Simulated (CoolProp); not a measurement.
Properties of carbon monoxide at several states.

Computed with CoolProp (reference Helmholtz-energy equation of state, Lemmon 2006). It is a short technical equation, of lower accuracy than the large ones.

```tsv
T (K)	p (MPa)	phase	Z	cp (kJ/(kg K))	cv (kJ/(kg K))	speed of sound (m/s)	Joule-Thomson coefficient (K/MPa)
429.8	0.0749	gas	1.000	1.052	0.7545	421.8	1.018
203.3	0.0105	gas	0.9997	1.040	0.7424	290.6	5.176
191.8	0.356	gas	0.9893	1.058	0.7452	281.3	5.673
315.4	0.0133	gas	1.0000	1.041	0.7441	361.9	2.275
312.3	0.0614	gas	0.9999	1.042	0.7441	360.2	2.319
```
